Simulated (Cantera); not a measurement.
**Adiabatic ignition**

An adiabatic, constant-volume homogeneous reactor starts with CH4 : O2 : N2 : H2O = 1 : 3.03 : 11.4 : 0.81 (molar parts), equivalence ratio 0.66, at 1475 K and 5.00 bar.

Cantera simulation using GRI-Mech 3.0 (53 species, 325 reactions); the numbers are that mechanism's predictions, not measurements.

| t (s) | T (K) | P (bar) | x CH4 | x O2 | x H2O | x HCN | x NO | x C2H2 |
|---|---|---|---|---|---|---|---|---|
| 5.00e-6 | 1475 | 5.00 | 0.0616 | 0.187 | 0.0499 | <1e-12 | <1e-12 | <1e-12 |
| 1.31e-5 | 1475 | 5.00 | 0.0616 | 0.187 | 0.0499 | <1e-12 | <1e-12 | <1e-12 |
| 3.43e-5 | 1475 | 5.00 | 0.0615 | 0.187 | 0.0499 | <1e-12 | <1e-12 | 7.48e-12 |
| 9.00e-5 | 1476 | 5.00 | 0.0613 | 0.186 | 0.0500 | <1e-12 | <1e-12 | 1.33e-9 |
| 0.000236 | 1487 | 5.04 | 0.0593 | 0.185 | 0.0515 | <1e-12 | 3.17e-12 | 1.99e-7 |
| 0.000618 | 2767 | 9.51 | <1e-12 | 0.0602 | 0.158 | 1.45e-10 | 0.00667 | <1e-12 |
| 0.00162 | 2752 | 9.45 | <1e-12 | 0.0560 | 0.158 | 2.17e-10 | 0.0156 | <1e-12 |
| 0.00424 | 2750 | 9.45 | <1e-12 | 0.0556 | 0.159 | 2.23e-10 | 0.0165 | <1e-12 |
| 0.0111 | 2750 | 9.45 | <1e-12 | 0.0556 | 0.159 | 2.23e-10 | 0.0165 | <1e-12 |
| 0.0291 | 2750 | 9.45 | <1e-12 | 0.0556 | 0.159 | 2.23e-10 | 0.0165 | <1e-12 |
| 0.0763 | 2750 | 9.45 | <1e-12 | 0.0556 | 0.159 | 2.23e-10 | 0.0165 | <1e-12 |
| 0.200 | 2750 | 9.45 | <1e-12 | 0.0556 | 0.159 | 2.23e-10 | 0.0165 | <1e-12 |
x: mole fraction; the columns are a selection and need not sum to one.

```
Quantity                                                           Value
---------------------------------  -------------------------------------
time of steepest temperature rise                               0.381 ms
temperature at 0.200 s                                            2750 K
equilibrium temperature                                           2750 K
x(CH4) at 0.200 s                  <1e-12 (gas-phase equilibrium <1e-12)
x(O2) at 0.200 s                   0.0556 (gas-phase equilibrium 0.0556)
x(H2O) at 0.200 s                    0.159 (gas-phase equilibrium 0.159)
```
